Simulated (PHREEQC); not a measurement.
## Acid mine or pickling water: an equilibrium model

Synthetic water in mg/L, 90 °C, pH 1.99, pe 8.8:

```tsv
constituent	mg/L
Na	59.3
K	51
Ca	230
Mg	43
Cl	16.2
S(6) as SO4	1880
Zn	7.05
Mn(2)	0.916
```

Valence states are taken as typed.

The numbers come from PHREEQC with the ion-association model, phreeqc.dat.

Each row changes one thing in this solution. Precipitation was switched off in this run.

```
case                                               ionic strength (mol/kgw)  HSO4- (mol/kgw)  Ca+2 (mol/kgw)  SO4-2 (mol/kgw)  CaSO4 (mol/kgw)  Mg+2 (mol/kgw)  SI of Gypsum (CaSO4:2H2O)
-------------------------------------------------  ------------------------  ---------------  --------------  ---------------  ---------------  --------------  -------------------------
as made                                                              0.0341           0.0131         0.00435          0.00421          0.00107        0.000944                      -0.60
S(6) from 1880 to 5640 mg/L                                      (withheld)           0.0399      (withheld)           0.0151       (withheld)        0.000574                      -0.35
temperature from 90 to 60 °C at the same typed pH                    0.0376          0.00972         0.00403       (withheld)          0.00150        0.000940                      -0.52
```

Task: What belongs in the gaps?

Result: 
- S(6) from 1880 to 5640 mg/L, ionic strength (mol/kgw): 0.0667
- S(6) from 1880 to 5640 mg/L, Ca+2 (mol/kgw): 0.00326
- S(6) from 1880 to 5640 mg/L, CaSO4 (mol/kgw): 0.00190
- temperature from 90 to 60 °C at the same typed pH, SO4-2 (mol/kgw): 0.00719

Away from 25 °C the constants follow the database's enthalpies or fits; those with neither stay at their 25 °C values.
